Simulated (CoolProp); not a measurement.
Hydrogen sulfide along the isobar 11500 kPa: Z from the reference equation and from simpler models built on Tc = 373.1 K, pc = 8999 kPa, ω = 0.101; each cubic takes its own stable root.

Model: reference Helmholtz-energy equation of state, Lemmon 2006, in CoolProp. It is a short technical equation, of lower accuracy than the large ones.

```json
[
 {"T (K)": "240", "phase": "liquid", "reference": "0.2151", "van der Waals": "0.3221", "Redlich-Kwong": "0.2229", "Soave-Redlich-Kwong": "0.2217"},
 {"T (K)": "269.1", "phase": "liquid", "reference": "0.2038", "van der Waals": "0.3027", "Redlich-Kwong": "0.2128", "Soave-Redlich-Kwong": "0.2110"},
 {"T (K)": "298.1", "phase": "liquid", "reference": "0.1977", "van der Waals": "0.2911", "Redlich-Kwong": "0.2092", "Soave-Redlich-Kwong": "0.2068"},
 {"T (K)": "327.1", "phase": "liquid", "reference": "0.1977", "van der Waals": "0.2879", "Redlich-Kwong": "0.2136", "Soave-Redlich-Kwong": "0.2109"},
 {"T (K)": "356.1", "phase": "liquid", "reference": "0.2088", "van der Waals": "0.2973", "Redlich-Kwong": "0.2329", "Soave-Redlich-Kwong": "0.2307"},
 {"T (K)": "385.1", "phase": "supercritical", "reference": "0.2916", "van der Waals": "0.3467", "Redlich-Kwong": "0.3251", "Soave-Redlich-Kwong": "0.3351"},
 {"T (K)": "414.1", "phase": "supercritical", "reference": "0.6006", "van der Waals": "0.5699", "Redlich-Kwong": "0.5960", "Soave-Redlich-Kwong": "0.6145"},
 {"T (K)": "443.1", "phase": "supercritical", "reference": "0.7191", "van der Waals": "0.6871", "Redlich-Kwong": "0.7081", "Soave-Redlich-Kwong": "0.7274"},
 {"T (K)": "472.1", "phase": "supercritical", "reference": "0.7899", "van der Waals": "0.7547", "Redlich-Kwong": "0.7758", "Soave-Redlich-Kwong": "0.7963"},
 {"T (K)": "501.1", "phase": "supercritical", "reference": "0.8383", "van der Waals": "0.8013", "Redlich-Kwong": "0.8226", "Soave-Redlich-Kwong": "0.8441"},
 {"T (K)": "530.1", "phase": "supercritical", "reference": "0.8736", "van der Waals": "0.8359", "Redlich-Kwong": "0.8572", "Soave-Redlich-Kwong": "0.8794"},
 {"T (K)": "559.2", "phase": "supercritical", "reference": "0.9004", "van der Waals": "0.8628", "Redlich-Kwong": "0.8838", "Soave-Redlich-Kwong": "0.9064"}
]
```
